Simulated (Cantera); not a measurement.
## Dilute partial oxidation

An isothermal, constant-pressure homogeneous reactor starts with 0.404 % CH4, 1.08 % O2, 98.5 % N2, equivalence ratio 0.75, at 1275 K and 1.10 bar.

Cantera simulation using GRI-Mech 3.0 (53 species, 325 reactions); the numbers are that mechanism's predictions, not measurements.

| t (s) | x CH4 | x O2 | x C2H | x CO2 | x O | x NO2 |
|---|---|---|---|---|---|---|
| 2.00e-5 | 0.00404 | 0.0108 | <1e-12 | <1e-12 | 1.19e-11 | <1e-12 |
| 8.43e-5 | 0.00404 | 0.0108 | <1e-12 | <1e-12 | 2.95e-11 | <1e-12 |
| 0.000356 | 0.00404 | 0.0108 | <1e-12 | <1e-12 | 3.60e-11 | <1e-12 |
| 0.00150 | 0.00404 | 0.0108 | <1e-12 | <1e-12 | 6.21e-11 | <1e-12 |
| 0.00632 | 0.00404 | 0.0108 | <1e-12 | 2.31e-11 | 1.91e-10 | <1e-12 |
| 0.0267 | 0.00403 | 0.0108 | <1e-12 | 2.46e-9 | 7.45e-10 | <1e-12 |
| 0.112 | 0.00399 | 0.0108 | <1e-12 | 7.84e-8 | 2.59e-9 | <1e-12 |
| 0.474 | <1e-12 | 0.00276 | <1e-12 | 0.00403 | 6.52e-7 | 4.87e-9 |
| 2.00 | <1e-12 | 0.00276 | <1e-12 | 0.00404 | 1.39e-8 | 1.34e-9 |
x: mole fraction; the columns are a selection and need not sum to one.

Equilibrium at this temperature and pressure: CH4 <1e-12, O2 0.00274, C2H <1e-12, CO2 0.00404, O 5.61e-9, NO2 6.18e-8 (gas phase only).
